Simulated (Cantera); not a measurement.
**Low-pressure radical oxidation in H2/O2**

A perfectly stirred reactor is fed with H2 : O2 = 0.024 : 1 (molar parts), at 10.00 Torr; it is held at 1275 K, and followed from long to short residence time.

Model: the H2/O2 subset of GRI-Mech 3.0, which has no nitrogen chemistry, integrated in Cantera. Radical loss at walls, strong at low pressure, is not modelled.

| τ (s) | x H2 | x O2 | x O | x H2O | x H2O2 | x OH | x HO2 |
|---|---|---|---|---|---|---|---|
| 1.6 | 5.83e-5 | 0.973 | 0.00267 | 0.0231 | 2.46e-8 | 0.000868 | 6.05e-7 |
| 0.50 | 0.000113 | 0.970 | 0.00519 | 0.0228 | 3.06e-8 | 0.00122 | 8.60e-7 |
| 0.16 | 0.000212 | 0.966 | 0.00893 | 0.0222 | 3.58e-8 | 0.00162 | 1.12e-6 |
| 0.050 | 0.000403 | 0.962 | 0.0130 | 0.0215 | 4.12e-8 | 0.00204 | 1.35e-6 |
| 0.016 | 0.000831 | 0.959 | 0.0154 | 0.0205 | 5.00e-8 | 0.00248 | 1.55e-6 |
| 0.0050 | 0.00199 | 0.959 | 0.0153 | 0.0188 | 6.81e-8 | 0.00309 | 1.75e-6 |
| 0.0016 | 0.00496 | 0.961 | 0.0126 | 0.0154 | 9.27e-8 | 0.00373 | 1.88e-6 |
| 0.00050 | 0.0124 | 0.967 | 0.00690 | 0.00859 | 8.48e-8 | 0.00333 | 1.73e-6 |
x: mole fraction; the columns are a selection and need not sum to one.
